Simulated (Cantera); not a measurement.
**Abatement and gas-phase synthesis: N2O + H2**

Charge: 1 mol N2O, 0.042 mol H2, equilibrated at 82.5 Torr.

These are equilibrium values from Cantera (NASA tables, ideal gas, pure condensed phases), not measurements of a reactor. Candidate condensed phases: H2O; 24 gas species. Rates play no part.

| T (°C) | x N2 | x O2 | x H2O | x NO | x O | x OH | x H |
|---|---|---|---|---|---|---|---|
| 800 | 0.657 | 0.315 | 0.0276 | 7.39e-5 | 2.11e-9 | 4.39e-7 | <1e-12 |
| 950 | 0.657 | 0.315 | 0.0276 | 0.000260 | 6.83e-8 | 4.11e-6 | 4.98e-11 |
| 1100 | 0.657 | 0.315 | 0.0276 | 0.000694 | 1.04e-6 | 2.36e-5 | 2.11e-9 |
| 1250 | 0.657 | 0.314 | 0.0276 | 0.00153 | 9.32e-6 | 9.61e-5 | 4.29e-8 |
| 1400 | 0.656 | 0.313 | 0.0275 | 0.00291 | 5.64e-5 | 0.000304 | 5.13e-7 |
| 1550 | 0.655 | 0.312 | 0.0272 | 0.00499 | 0.000254 | 0.000791 | 4.08e-6 |
| 1700 | 0.653 | 0.310 | 0.0267 | 0.00785 | 0.000910 | 0.00177 | 2.37e-5 |
| 1850 | 0.650 | 0.306 | 0.0257 | 0.0116 | 0.00272 | 0.00349 | 0.000106 |
| 2000 | 0.646 | 0.300 | 0.0240 | 0.0161 | 0.00700 | 0.00616 | 0.000387 |
x: gas mole fraction; nothing condenses.

From 800 °C to 2000 °C nothing is condensed.
